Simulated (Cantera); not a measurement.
Gas mixture: NH3 = 0.62 (molar parts), at 0.578 Torr, frozen composition.

Cantera's kinetic-theory transport with the Lennard-Jones parameters of GRI-Mech 3.0, ideal gas; thermal conductivity in the multicomponent form. Polar gases are described roughly by these parameters. The composition is frozen, though it would react at the higher temperatures.

D: mixture-averaged diffusion coefficient of that species in the mixture.

```tsv
T (K)	ρ (kg/m³)	cp (J/kg/K)	μ (µPa s)	λ (mW/m/K)	Pr	D (cm²/s) NO	D (cm²/s) OH	D (cm²/s) CO2
400	0.000394	2269	13.9	44.2	0.715	497	782	369
600	0.000263	2662	20.9	77.6	0.717	1040	1620	806
800	0.000197	3009	27.5	115	0.721	1730	2680	1370
1000	0.000158	3319	33.6	154	0.724	2550	3930	2060
1200	0.000131	3580	39.3	194	0.727	3490	5360	2840
1400	0.000113	3802	?	?	0.728	?	?	?
1600	9.86e-5	3990	49.6	271	0.729	5670	8690	4670
1800	8.76e-5	4147	?	?	0.730	?	?	?
```

Q: Some entries are withheld; supply them.

A: 
- 1400, μ (µPa s): 44.6
- 1400, λ (mW/m/K): 233
- 1400, D (cm²/s) NO: 4530
- 1400, D (cm²/s) OH: 6950
- 1400, D (cm²/s) CO2: 3710
- 1800, μ (µPa s): 54.3
- 1800, λ (mW/m/K): 309
- 1800, D (cm²/s) NO: 6910
- 1800, D (cm²/s) OH: 10600
- 1800, D (cm²/s) CO2: 5710
